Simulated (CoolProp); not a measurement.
Vapour-liquid equilibrium of n-octane (1) + n-dodecane (2) at 1.7 kPa; x and y are mole fractions of (1).

Values from CoolProp's multi-fluid Helmholtz-energy mixture model, Beckmüller 2019 and Lemmon 2004; pair parameters Bell 2016.

Task: Give the bubble temperature and the first vapour's composition at x = 0.5, 0.8, 0.95. Is there an azeotrope?

Result: x = 0.5: 309.5 K, y = 0.987; x = 0.8: 300.4 K, y = 0.998; x = 0.95: 297.3 K, y = 1.000. No azeotrope shows between x = 0.05 and 0.95.

Pair parameters are fitted to limited data, so mixtures are less certain than the pure fluids.
